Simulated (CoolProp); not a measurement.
R410A along the isotherm 500 K: density (kg/m³) from the reference equation and from simpler models built on Tc = 344.5 K, pc = 4.901 MPa, ω = 0.296; each cubic takes its own stable root.

Model: reference Helmholtz-energy equation of state, Lemmon 2003, in CoolProp. It is a pseudo-pure fit of the blend.

| p (MPa) | phase | reference |
|---|---|---|
| 0.525 | gas | 9.256 |
| 1.05 | gas | 18.69 |
| 1.58 | gas | 28.41 |
| 2.1 | gas | 38.12 |
| 2.63 | gas | 48.21 |
| 3.15 | gas | 58.30 |
| 3.68 | gas | 68.77 |
| 4.2 | gas | 79.24 |
| 4.73 | gas | 90.10 |
| 5.25 | supercritical | 100.9 |
| 5.78 | supercritical | 112.2 |
| 6.3 | supercritical | 123.4 |
| 6.83 | supercritical | 135.0 |
| 7.35 | supercritical | 146.6 |

Problem. How far does each simpler model (ideal gas, van der Waals, Peng-Robinson) lie from the reference over these 14 states: mean and median of the absolute difference, and the worst?

Solution. 
- ideal gas: mean 6.9 %, median 7.0 %, worst -12.5 % at 500 K and 7.35 MPa
- van der Waals: mean 3.0 %, median 2.8 %, worst +6.6 % at 500 K and 7.35 MPa
- Peng-Robinson: mean 0.2 %, median 0.2 %, worst -0.7 % at 500 K and 7.35 MPa
